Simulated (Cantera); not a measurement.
Cantera run:

```python
import numpy as np
import cantera as ct

gas_names = """
    AL ALH ALO ALOH ALO2 ALO2H AL2 AL2O AL2O2 H HALO HO2 H2 H2O H2O2 O OH O2 O3
""".split()
cond_names = """
    AL(cr) AL(L) AL2O3(a) AL2O3(L) H2O(s) H2O(L)
""".split()


# ... load() reads the species with a 1 bar reference pressure and builds the phases ...
atoms = {
    'Al2O3': {'AL': 2, 'O': 3},
    'H2': {'H': 2},
}
top_T = {}  # K; cautious upper limits of use, not melting points


# ... equilibrate(T, P, feed) seeds the gas with the atoms and calls Mixture.equilibrate('TP', solver="vcs", rtol=1e-11, max_steps=5000) ...
results = []
feed = {'Al2O3': 1, 'H2': 0.75}  # mol
T = 1775  # K
P = 1400  # Pa
mix = equilibrate(T, P, feed)
results.append((T, P, feed, dict(zip(mix.species_names, mix.species_moles))))
x = sorted(zip(gas.X, gas.species_names), reverse=True)
print(f"T = {T:g} K  P = {P:g} Pa  gas = {mix.phase_moles(0):.4g} mol")
print("   x: " + "  ".join(f"{s} {v:.3e}" for v, s in x if v > 0.0001))
print("   condensed (mol): " + ("  ".join(f"{mix.phase(i).name} {mix.phase_moles(i):.4g}"
      for i in range(1, mix.n_phases) if mix.phase_moles(i) > 1e-12) or "none"))
```

Output:

```
T = 1775 K  P = 1400 Pa  gas = 0.7509 mol
   x: H2 9.975e-01  H 2.443e-03
   condensed (mol): AL2O3(a) 1
```

Equilibrium computed with Cantera from the NASA thermochemical tables; the gas is ideal and each condensed phase is pure.
